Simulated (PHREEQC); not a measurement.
0.02 g of hydrous ferric oxide (600 m²/g; 0.2 weak and 0.005 strong sites per Fe, Dzombak-Morel constants, diffuse double layer) in 1 kg of water with 0.05 mol/kgw of an inert sodium salt and 8e-07 mol/kgw CuCl2 and 5.4e-07 mol/kgw ZnCl2, at 25 °C; the pH is set by adding NaOH or the inert anion's acid. Oxygen is held at 0.21 atm. The system is closed to CO2. Nothing may precipitate in this run.

The series has 13 steps of pH, from 4 to 12.

All values are PHREEQC results (ion-association model, wateq4f.dat), not measurements.

**Question.** Near which pH is half of the Cu sorbed, and on which side is more sorbed?

**Answer.** Near pH 5.6, with more sorbed at higher pH.

**Question.** Near which pH is half of the Zn sorbed, and on which side is more sorbed?

**Answer.** Near pH 6.9, with more sorbed at higher pH.

The database's constant for dissolved Cu(OH)2 is higher than later reviews accept.
